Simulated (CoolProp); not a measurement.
Vapour-liquid equilibrium of o-xylene (1) + n-undecane (2) at 499 kPa; x and y are mole fractions of (1).

Model: multi-fluid Helmholtz-energy mixture model, Zhou 2012 and Aleksandrov 2011; pair parameters Bell 2016, in CoolProp.

```json
[
 {"x": "0.05", "bubble temperature, mixture model (°C)": "270.2", "bubble temperature, Raoult's law (°C)": "269.3", "y, mixture model": "0.093", "y, Raoult's law": "0.119"},
 {"x": "0.125", "bubble temperature, mixture model (°C)": "265.0", "bubble temperature, Raoult's law (°C)": "263.2", "y, mixture model": "0.224", "y, Raoult's law": "0.272"},
 {"x": "0.2", "bubble temperature, mixture model (°C)": "259.9", "bubble temperature, Raoult's law (°C)": "257.6", "y, mixture model": "0.342", "y, Raoult's law": "0.399"},
 {"x": "0.275", "bubble temperature, mixture model (°C)": "254.8", "bubble temperature, Raoult's law (°C)": "252.4", "y, mixture model": "0.449", "y, Raoult's law": "0.505"},
 {"x": "0.35", "bubble temperature, mixture model (°C)": "250.0", "bubble temperature, Raoult's law (°C)": "247.6", "y, mixture model": "0.543", "y, Raoult's law": "0.595"},
 {"x": "0.425", "bubble temperature, mixture model (°C)": "245.4", "bubble temperature, Raoult's law (°C)": "243.1", "y, mixture model": "0.626", "y, Raoult's law": "0.672"},
 {"x": "0.5", "bubble temperature, mixture model (°C)": "240.9", "bubble temperature, Raoult's law (°C)": "238.9", "y, mixture model": "0.699", "y, Raoult's law": "0.737"},
 {"x": "0.575", "bubble temperature, mixture model (°C)": "236.7", "bubble temperature, Raoult's law (°C)": "235.0", "y, mixture model": "0.763", "y, Raoult's law": "0.794"},
 {"x": "0.65", "bubble temperature, mixture model (°C)": "232.7", "bubble temperature, Raoult's law (°C)": "231.3", "y, mixture model": "0.819", "y, Raoult's law": "0.842"},
 {"x": "0.725", "bubble temperature, mixture model (°C)": "229.0", "bubble temperature, Raoult's law (°C)": "227.8", "y, mixture model": "0.867", "y, Raoult's law": "0.885"},
 {"x": "0.8", "bubble temperature, mixture model (°C)": "225.4", "bubble temperature, Raoult's law (°C)": "224.6", "y, mixture model": "0.910", "y, Raoult's law": "0.922"},
 {"x": "0.875", "bubble temperature, mixture model (°C)": "222.0", "bubble temperature, Raoult's law (°C)": "221.5", "y, mixture model": "0.947", "y, Raoult's law": "0.954"},
 {"x": "0.95", "bubble temperature, mixture model (°C)": "218.8", "bubble temperature, Raoult's law (°C)": "218.6", "y, mixture model": "0.980", "y, Raoult's law": "0.983"}
]
```

The largest gap from Raoult's law is +2.4 K in bubble temperature, at x = 0.35. No azeotrope shows between x = 0.05 and 0.95.

The pair parameters rest on a limited set of measurements; away from them the model extrapolates.
